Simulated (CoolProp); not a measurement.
R152A at 477.16 K and 0.246 MPa flows at 0.066 m/s in a round tube of 20 mm bore and 45 µm roughness, fully developed (64/Re and Nu = 3.66 if laminar; Colebrook and Gnielinski if turbulent). Each further row changes one setting.

Values from CoolProp's reference Helmholtz-energy equation of state, Outcalt 1996. It is a modified Benedict-Webb-Rubin equation, recast in Helmholtz form.

| case | Reynolds number | Darcy friction factor | pressure drop (Pa/m) | heat-transfer coefficient (W/(m² K)) | mass flow (kg/h) |
|---|---|---|---|---|---|
| as stated | [?] | 0.206 | [?] | 5.79 | [?] |
| velocity 0.132 m/s | 621 | 0.103 | [?] | 5.79 | 0.617 |
| diameter 40 mm | 621 | 0.103 | [?] | [?] | [?] |

### Question
Some entries are withheld; supply them.

### Answer

- as stated, Reynolds number: 310
- as stated, pressure drop (Pa/m): 0.0928
- as stated, mass flow (kg/h): 0.309
- velocity 0.132 m/s, pressure drop (Pa/m): 0.186
- diameter 40 mm, pressure drop (Pa/m): 0.0232
- diameter 40 mm, heat-transfer coefficient (W/(m² K)): 2.89
- diameter 40 mm, mass flow (kg/h): 1.23

Viscosity comes from a separate model (Bell 2016), an estimate that may be off by 10 % or more. Thermal conductivity comes from a separate model (Krauss 1996).
